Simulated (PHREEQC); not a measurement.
Consider water at 25 °C with 8.1 mmol/kgw HF, 0.28 mmol/kgw KF and 31 mmol/kgw (NH4)2SiF6. Closed to the air; pH follows from the charge balance.

Equilibrium calculation in PHREEQC: ion-association model, phreeqc.dat.

### Question
The ionic strength comes out as 0.0956 mol/kgw. What activity coefficients do H+, SiF6-2, F-, HF2-, K+ get?

### Answer
H+ 0.83, SiF6-2 0.38, F- 0.77, HF2- 0.78, K+ 0.77.

This is a speciation only: nothing precipitates in the calculation. SiF6-2 is the database's only silicon fluoride.
